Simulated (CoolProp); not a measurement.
Vapour-liquid equilibrium of R22 (1) + R134a (2) at 1.01 MPa; x and y are mole fractions of (1).

Model: multi-fluid Helmholtz-energy mixture model, Kamei 1995 and Tillner-Roth 1994; pair parameters Bell 2016, in CoolProp.

### Question
Give the bubble temperature and the first vapour's composition at x = 0.65, 0.8, 0.95. Is there an azeotrope?

### Answer
x = 0.65: 301.2 K, y = 0.719; x = 0.8: 299.2 K, y = 0.843; x = 0.95: 297.5 K, y = 0.962. No azeotrope shows between x = 0.05 and 0.95.

Pair parameters are fitted to limited data, so mixtures are less certain than the pure fluids.
